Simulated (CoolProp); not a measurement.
Vapour-liquid equilibrium of ethylene (1) + ethane (2) at 2.09 MPa; x and y are mole fractions of (1).

Values from CoolProp's multi-fluid Helmholtz-energy mixture model, Smukala 2000 and Bücker 2006; pair parameters Bell 2016.

Give the bubble temperature and the first vapour's composition at x = 0.35, 0.425, 0.5. Is there an azeotrope?

x = 0.35: -14.8 °C, y = 0.440; x = 0.425: -16.5 °C, y = 0.517; x = 0.5: -18.0 °C, y = 0.590. No azeotrope shows between x = 0.05 and 0.95.

The pair parameters rest on a limited set of measurements; away from them the model extrapolates.
